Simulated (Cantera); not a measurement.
What does this Cantera script print?

```python
import numpy as np
import cantera as ct

gas_names = [...]  # 116 gases of nasa_gas.yaml made of C, H, Mg, O
cond_names = """
    C(gr) C6H6(L) C7H8(L) C8H18(L),n-octa H2O(s) H2O(L) Mg(cr) Mg(L) MgCO3(s) MgO(s) MgO(L) MgO2H2(s)
""".split()


# ... load() reads the species with a 1 bar reference pressure and builds the phases ...
atoms = {
    'MgO': {'Mg': 1, 'O': 1},
    'CH4': {'C': 1, 'H': 4},
    'CO': {'C': 1, 'O': 1},
}
top_T = {'C(gr)': 4500}  # K; cautious upper limits of use, not melting points


# ... equilibrate(T, P, feed) seeds the gas with the atoms and calls Mixture.equilibrate('TP', solver="vcs", rtol=1e-11, max_steps=5000) ...
results = []
T = 1050  # K
P = 101325  # Pa
for m in [0.69, 1, 1.4, 1.7, 2.1, 2.4, 2.7, 3.1, 3.4, 3.8, 4.1, 4.5]:
    feed = {'MgO': 1, 'CH4': m, 'CO': 0.018}  # mol
    mix = equilibrate(T, P, feed)
    results.append((T, P, feed, dict(zip(mix.species_names, mix.species_moles))))

top = {s: max(r[3][s] / sum(r[3][g] for g in gas_names) for r in results) for s in gas_names}
cols = sorted((s for s in top if top[s] > 1e-06), key=lambda s: -top[s])[:7]
seen = [c for c in cond_names if any(r[3].get(c, 0) > 1e-12 for r in results)]
print("log10 of partial pressures in bar; condensed amounts in mol")
print(f"{'n(CH4)':>10s}" + "".join(f"{s[:9]:>10s}" for s in cols + seen))
for T, P, feed, n in results:
    ng = sum(n[g] for g in gas_names)
    print(f"{feed['CH4']:10.4g}" + "".join(f"{np.log10(max(n[s] / ng * P / 1e5, 1e-99)):10.3f}" for s in cols)
          + "".join(f"{n.get(c, 0):10.4g}" for c in seen))
```

Result:

```
log10 of partial pressures in bar; condensed amounts in mol
    n(CH4)        H2       CH4        CO       H2O       CO2     C(gr)    MgO(s)
      0.69    -0.023    -1.289    -1.933    -2.697    -4.536    0.6252         1
         1    -0.021    -1.285    -2.092    -2.855    -4.854    0.9045         1
       1.4    -0.020    -1.283    -2.237    -2.998    -5.144     1.265         1
       1.7    -0.020    -1.282    -2.321    -3.082    -5.312     1.535         1
       2.1    -0.019    -1.281    -2.412    -3.173    -5.494     1.896         1
       2.4    -0.019    -1.281    -2.470    -3.230    -5.610     2.166         1
       2.7    -0.019    -1.280    -2.521    -3.281    -5.712     2.436         1
       3.1    -0.019    -1.280    -2.581    -3.340    -5.831     2.796         1
       3.4    -0.019    -1.280    -2.621    -3.380    -5.911     3.067         1
       3.8    -0.019    -1.279    -2.669    -3.428    -6.007     3.427         1
       4.1    -0.018    -1.279    -2.702    -3.461    -6.073     3.697         1
       4.5    -0.018    -1.279    -2.742    -3.501    -6.154     4.058         1
```

These are equilibrium values from Cantera (NASA tables, ideal gas, pure condensed phases), not measurements of a reactor.
